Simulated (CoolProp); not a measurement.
The numbers come from the reference Helmholtz-energy equation of state, Platzer 1990 in CoolProp. This equation is an older, rougher fit; its heat capacities, sound speeds and derivatives of the liquid may be far off and weren't checked against measurements.

Task: Give the vapour pressure (MPa), vapour Z, surface tension (mN/m) of saturated R21 at 57.25, 75.25, 129.25 °C.

Result: 
```tsv
T (°C)	p (MPa)	vapour Z	surface tension (mN/m)
57.25	0.485	0.897	13.2
75.25	0.766	0.860	10.8
129.25	2.33	0.701	4.24
```

Surface tension comes from a separate correlation (Mulero 2012).
